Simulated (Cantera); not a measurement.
An isothermal plug-flow reactor at 725 K and 100000 Pa (inlet), inlet velocity 2.1 m/s, active area per volume 440 1/m; feed CO : O2 : N2 = 0.0091 : 0.051 : 0.79 (molar parts).

Detailed kinetics in Cantera: Deutschmann's 1995 Pt surface mechanism with GRI-Mech 3.0 gas chemistry. Catalytic surfaces can have several steady states; this one follows from the mechanism file's or the stated starting coverage. Mass transfer to the wall is taken as infinitely fast.

Predict: x(CO) at z = 0.06 m; x(O2) at z = 0.06 m; x(CO2) at z = 0.06 m; θ(free Pt) at the exit; θ(O*) at the exit.


```json
{
  "x(CO) at z = 0.06 m": "0.000596",
  "x(O2) at z = 0.06 m": "0.0552",
  "x(CO2) at z = 0.06 m": "0.0102",
  "θ(free Pt) at the exit": "0.0175",
  "θ(O*) at the exit": "0.982"
}
```
